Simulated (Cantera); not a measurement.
## Thermodynamics of hydrogen reduction and annealing atmospheres, feed PbO + H2 + H2O

Feed: 1 mol PbO, 2.3 mol H2, 0.4 mol H2O, equilibrated at 0.100 bar.

Cantera equilibrium calculation (NASA polynomials, part measured and part estimated; ideal gas, pure solids and liquids). Candidate condensed phases: H2O, Pb, PbO, PbO2, Pb3O4; 12 gas species. Rates play no part.

From 1375 K to 1475 K the condensed part is Pb(l). From 1525 K to 1725 K nothing is condensed. The main Pb-bearing gas is Pb throughout.

```json
[
 {"T (K)": "1375", "x H2O": "0.484", "x H2": "0.450", "x Pb": "0.0656", "x PbO": "1.10e-5", "x H": "7.27e-6", "x Pb2": "1.15e-5", "n Pb(l)": "0.810"},
 {"T (K)": "1425", "x H2O": "0.459", "x H2": "0.426", "x Pb": "0.114", "x PbO": "2.80e-5", "x H": "1.41e-5", "x Pb2": "2.90e-5", "n Pb(l)": "0.651"},
 {"T (K)": "1475", "x H2O": "0.419", "x H2": "0.389", "x Pb": "0.192", "x PbO": "6.69e-5", "x H": "2.56e-5", "x Pb2": "6.85e-5", "n Pb(l)": "0.357"},
 {"T (K)": "1525", "x H2O": "0.378", "x H2": "0.351", "x Pb": "0.270", "x PbO": "0.000131", "x H": "4.44e-5", "x Pb2": "0.000115", "n Pb(l)": "0"},
 {"T (K)": "1575", "x H2O": "0.378", "x H2": "0.352", "x Pb": "0.270", "x PbO": "0.000178", "x H": "7.79e-5", "x Pb2": "9.83e-5", "n Pb(l)": "0"},
 {"T (K)": "1625", "x H2O": "0.378", "x H2": "0.352", "x Pb": "0.270", "x PbO": "0.000238", "x H": "0.000132", "x Pb2": "8.50e-5", "n Pb(l)": "0"},
 {"T (K)": "1675", "x H2O": "0.378", "x H2": "0.352", "x Pb": "0.270", "x PbO": "0.000313", "x H": "0.000218", "x Pb2": "7.40e-5", "n Pb(l)": "0"},
 {"T (K)": "1725", "x H2O": "0.378", "x H2": "0.352", "x Pb": "0.270", "x PbO": "0.000404", "x H": "0.000348", "x Pb2": "6.50e-5", "n Pb(l)": "0"}
]
```
x: gas mole fraction; n: condensed amount in mol.
